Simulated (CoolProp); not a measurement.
The numbers come from the reference Helmholtz-energy equation of state, Lemmon 2005 in CoolProp. It is a short technical equation, of lower accuracy than the large ones.

Problem. Give the vapour pressure (MPa), liquid density (kg/m³), enthalpy of vaporisation (kJ/kg), vapour Z of saturated cis-2-butene at 264.5, 331.1, 384.3 K.

Solution. 
| T (K) | p (MPa) | liquid density (kg/m³) | enthalpy of vaporisation (kJ/kg) | vapour Z |
|---|---|---|---|---|
| 264.5 | 0.0616 | 654 | 426 | 0.971 |
| 331.1 | 0.550 | 574 | 354 | 0.873 |
| 384.3 | 1.76 | 490 | 269 | 0.714 |
